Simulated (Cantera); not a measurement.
Charge: 1 mol Cu, 5.3 mol F2, at 11.0 Pa.

Method: chemical equilibrium by Gibbs-energy minimisation in Cantera with the NASA 1993 tables (ideal gas, pure condensed phases). Candidate condensed phases: Cu, CuF2; 6 gas species. Rates play no part.

Task: At 873 K, list the 3 most abundant gas species with their mole fractions, and the condensed phases.

Result: F 0.852, F2 0.147, CuF2 0.00126. Condensed: CuF2(s).
